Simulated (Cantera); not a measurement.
# Ignition delay

Mixture: H2 : O2 : N2 = 1 : 0.735 : 4.63 (molar parts), equivalence ratio 0.68, at 9.87 atm, adiabatic and at constant volume. Ignition delay is the time to a rise of 400 K.

Computed with Cantera and GRI-Mech 3.0 (53 species, 325 reactions). The hydrogen kinetics of GRI-Mech 3.0 are dated; newer H2 mechanisms differ, most at raised pressure. Where the delays flatten at high temperature, the 400 K rule measures the pace of heat release, not the induction time.

| T0 (K) | delay (ms) |
|---|---|
| 1175 | 0.181 |
| 1250 | 0.0145 |
| 1325 | 0.00549 |
| 1400 | 0.00333 |
| 1475 | 0.00236 |
| 1550 | 0.00181 |
| 1625 | 0.00147 |
| 1700 | 0.00124 |
